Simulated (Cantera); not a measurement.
An adiabatic, constant-volume homogeneous reactor starts with CH₄ : CO : O₂ : N₂ = 1 : 0.85 : 4.25 : 16 (molar parts), equivalence ratio 0.57, at 950 K and 22500 Torr. Integrator tolerance rtol = 1e-08.

Cantera simulation using GRI-Mech 3.0 (53 species, 325 reactions); the numbers are that mechanism's predictions, not measurements. The pressure lies above the range GRI-Mech 3.0 was tuned for (to about 10 atm). Below about 1000 K GRI-Mech 3.0 lacks low-temperature oxidation paths.

### Question
What does this change do: constant pressure in place of constant volume?

### Answer
```json
[
 {"quantity": "time of steepest temperature rise", "before": "0.149 s", "after": "0.154 s"},
 {"quantity": "temperature at 7.00 s", "before": "2464 K", "after": "2182 K"},
 {"quantity": "equilibrium temperature", "before": "2464 K", "after": "2182 K"},
 {"quantity": "x(CH₄) at 7.00 s", "before": "<1e-12 (gas-phase equilibrium <1e-12)", "after": "<1e-12 (gas-phase equilibrium <1e-12)"},
 {"quantity": "x(CO) at 7.00 s", "before": "0.00106 (gas-phase equilibrium 0.00106)", "after": "0.000294 (gas-phase equilibrium 0.000294)"},
 {"quantity": "x(O₂) at 7.00 s", "before": "0.0773 (gas-phase equilibrium 0.0773)", "after": "0.0802 (gas-phase equilibrium 0.0802)"},
 {"quantity": "x(HO₂) at 7.00 s", "before": "1.73e-5 (gas-phase equilibrium 1.73e-5)", "after": "6.05e-6 (gas-phase equilibrium 6.05e-6)"},
 {"quantity": "x(HCO) at 7.00 s", "before": "4.09e-10 (gas-phase equilibrium 4.09e-10)", "after": "1.56e-11 (gas-phase equilibrium 1.56e-11)"},
 {"quantity": "x(C₂H) at 7.00 s", "before": "<1e-12 (gas-phase equilibrium <1e-12)", "after": "<1e-12 (gas-phase equilibrium <1e-12)"}
]
```

### Question
What does this change do: CH4 1 to 0.57 parts?

### Answer
```
quantity                                                              before                                    after
---------------------------------  -----------------------------------------  ---------------------------------------
time of steepest temperature rise                                    0.149 s                                  0.122 s
temperature at 7.00 s                                                 2464 K                                   2058 K
equilibrium temperature                                               2464 K                                   2058 K
x(CH₄) at 7.00 s                       <1e-12 (gas-phase equilibrium <1e-12)    <1e-12 (gas-phase equilibrium <1e-12)
x(CO) at 7.00 s                      0.00106 (gas-phase equilibrium 0.00106)  5.09e-5 (gas-phase equilibrium 5.09e-5)
x(O₂) at 7.00 s                        0.0773 (gas-phase equilibrium 0.0773)      0.123 (gas-phase equilibrium 0.123)
x(HO₂) at 7.00 s                     1.73e-5 (gas-phase equilibrium 1.73e-5)  4.91e-6 (gas-phase equilibrium 4.91e-6)
x(HCO) at 7.00 s                   4.09e-10 (gas-phase equilibrium 4.09e-10)    <1e-12 (gas-phase equilibrium <1e-12)
x(C₂H) at 7.00 s                       <1e-12 (gas-phase equilibrium <1e-12)    <1e-12 (gas-phase equilibrium <1e-12)
```
